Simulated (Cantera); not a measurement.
Standard-state values (1 bar) from the NASA 1993 polynomials, evaluated with Cantera. Values are per mole of reaction as written; species without (g) are pure solids or liquids, kept so even where they would boil at 1 bar.

2 Si + O₂(g) = 2 SiO(g), with ΔH° = -200.9 kJ and ΔS° = 180.3 J/K at 300 K.

### Question
How far is the shortcut ΔG° ≈ ΔH°(300 K) − T·ΔS°(300 K) from the full temperature-dependent value at 600, 700, 800, 900, 1000, 1100, 1200, 1300 K?

### Answer
| T (K) | shortcut (kJ) | full (kJ) | difference (kJ) | difference in log10 K |
|---|---|---|---|---|
| 600 | -309.0 | -307.7 | -1.4 | 0.12 |
| 700 | -327.1 | -324.7 | -2.3 | 0.17 |
| 800 | -345.1 | -341.6 | -3.5 | 0.23 |
| 900 | -363.1 | -358.2 | -4.9 | 0.28 |
| 1000 | -381.2 | -374.7 | -6.5 | 0.34 |
| 1100 | -399.2 | -391.0 | -8.2 | 0.39 |
| 1200 | -417.2 | -407.2 | -10.1 | 0.44 |
| 1300 | -435.3 | -423.2 | -12.1 | 0.49 |
The shortcut ignores the heat-capacity change of the reaction.
